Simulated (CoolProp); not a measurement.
Vapour-liquid equilibrium of 1-butene (1) + acetone (2) at 69.85 °C; x and y are mole fractions of (1).

Model: multi-fluid Helmholtz-energy mixture model, Lemmon 2005 and Lemmon 2006; pair parameters Bell 2016, in CoolProp.

Task: Give the bubble pressure and the first vapour's composition at x = 0.25, 0.55, 0.95. Is there an azeotrope?

Result: x = 0.25: 5.195 bar, y = 0.731; x = 0.55: 7.367 bar, y = 0.847; x = 0.95: 9.322 bar, y = 0.972. No azeotrope shows between x = 0.05 and 0.95.

The pair parameters rest on a limited set of measurements; away from them the model extrapolates.
